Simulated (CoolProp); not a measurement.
Properties of n-heptane along the isotherm 600 K.

Model: reference Helmholtz-energy equation of state, Span 2003, in CoolProp. It is a short technical equation, of lower accuracy than the large ones.

```json
[
 {"p (bar)": "13.9", "phase": "gas", "density (kg/m³)": "32.10", "cp (kJ/(kg K))": "2.995", "cv (kJ/(kg K))": "2.826", "expansivity (1/kK)": "2.755"},
 {"p (bar)": "27.7", "phase": "gas", "density (kg/m³)": "77.75", "cp (kJ/(kg K))": "3.278", "cv (kJ/(kg K))": "2.877", "expansivity (1/kK)": "5.258"},
 {"p (bar)": "41.6", "phase": "supercritical", "density (kg/m³)": "155.4", "cp (kJ/(kg K))": "3.981", "cv (kJ/(kg K))": "2.932", "expansivity (1/kK)": "11.37"},
 {"p (bar)": "55.5", "phase": "supercritical", "density (kg/m³)": "264.2", "cp (kJ/(kg K))": "4.188", "cv (kJ/(kg K))": "2.939", "expansivity (1/kK)": "11.40"},
 {"p (bar)": "69.3", "phase": "supercritical", "density (kg/m³)": "324.3", "cp (kJ/(kg K))": "3.778", "cv (kJ/(kg K))": "2.919", "expansivity (1/kK)": "6.610"},
 {"p (bar)": "83.2", "phase": "supercritical", "density (kg/m³)": "357.6", "cp (kJ/(kg K))": "3.607", "cv (kJ/(kg K))": "2.907", "expansivity (1/kK)": "4.730"},
 {"p (bar)": "97.1", "phase": "supercritical", "density (kg/m³)": "380.2", "cp (kJ/(kg K))": "3.516", "cv (kJ/(kg K))": "2.899", "expansivity (1/kK)": "3.779"},
 {"p (bar)": "111", "phase": "supercritical", "density (kg/m³)": "397.3", "cp (kJ/(kg K))": "3.459", "cv (kJ/(kg K))": "2.894", "expansivity (1/kK)": "3.202"},
 {"p (bar)": "125", "phase": "supercritical", "density (kg/m³)": "411.1", "cp (kJ/(kg K))": "3.419", "cv (kJ/(kg K))": "2.891", "expansivity (1/kK)": "2.808"},
 {"p (bar)": "139", "phase": "supercritical", "density (kg/m³)": "422.6", "cp (kJ/(kg K))": "3.390", "cv (kJ/(kg K))": "2.889", "expansivity (1/kK)": "2.522"}
]
```
